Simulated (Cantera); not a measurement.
## Hydrocarbon pyrolysis for carbon deposition

An isothermal, constant-pressure homogeneous reactor starts with C2H6 : H2 = 0.42 : 20 (molar parts), at 1600 K and 1.01 bar.

Cantera simulation using GRI-Mech 3.0 (53 species, 325 reactions); the numbers are that mechanism's predictions, not measurements. GRI-Mech 3.0 stops at C3 and has no aromatics, soot or wall deposition, so with more carbon than oxygen in the feed, carbon stays in small species such as C2H2 where larger ones or solid carbon would form.

```
t (s)       x C2H6   x H2       x H    x CH4    x C2H4
--------  --------  -----  --------  -------  --------
1.00e-5     0.0157  0.977  0.000514  0.00315   0.00270
6.88e-5   0.000609  0.970  0.000456   0.0176   0.00885
0.000473   1.87e-5  0.970   8.29e-5   0.0183   0.00607
0.00325    5.82e-6  0.971   5.82e-5   0.0185   0.00225
0.0224     3.08e-6  0.970   5.54e-5   0.0188   0.00104
0.154      3.08e-6  0.970   5.49e-5   0.0204  0.000964
1.06       3.14e-6  0.967   5.36e-5   0.0244  0.000785
7.27       3.15e-6  0.967   5.35e-5   0.0249  0.000760
50.0       3.15e-6  0.967   5.35e-5   0.0249  0.000760
```
x: mole fraction; the columns are a selection and need not sum to one.

Equilibrium at this temperature and pressure: C2H6 3.15e-6, H2 0.967, H 5.35e-5, CH4 0.0249, C2H4 0.000760 (gas phase only).
